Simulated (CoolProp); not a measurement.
Vapour-liquid equilibrium of R13 (1) + propylene (2) at 2.25 °C; x and y are mole fractions of (1).

The numbers come from the multi-fluid Helmholtz-energy mixture model, Platzer 1990 and Lemmon 2013; pair parameters Bell 2016 in CoolProp. This equation is an older, rougher fit; its heat capacities, sound speeds and derivatives of the liquid may be far off and weren't checked against measurements.

### Question
Give the bubble pressure and the first vapour's composition at x = 0.35, 0.45, 0.85. Is there an azeotrope?

### Answer
x = 0.35: 1295 kPa, y = 0.611; x = 0.45: 1436 kPa, y = 0.679; x = 0.85: 1920 kPa, y = 0.904. No azeotrope shows between x = 0.05 and 0.95.

Pair parameters are fitted to limited data, so mixtures are less certain than the pure fluids.
